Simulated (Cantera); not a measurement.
Mixture: C₃H₈ : O₂ : N₂ = 1 : 11.1 : 41.8 (molar parts), equivalence ratio 0.45, at 1.60 bar, adiabatic and at constant volume. Ignition delay is the time to a rise of 400 K.

Detailed kinetics in Cantera: GRI-Mech 3.0 (53 species, 325 reactions). GRI-Mech 3.0 was tuned for natural gas; its chemistry of propane as a main component is partial and can be far from experiment.

Problem. What does this change do: C3H8 1 to 2.8 parts?

Solution. 
| quantity | before | after |
|---|---|---|
| delay at 1123 K | 21.8 ms | 24.5 ms |
| delay at 1173 K | 7.43 ms | 8.26 ms |
| delay at 1223 K | 2.70 ms | 2.98 ms |
| delay at 1273 K | 1.06 ms | 1.17 ms |
| delay at 1323 K | 0.460 ms | 0.506 ms |
| delay at 1373 K | 0.219 ms | 0.240 ms |
| apparent activation energy between 1273 and 1373 K | 230 kJ/mol | 230 kJ/mol |
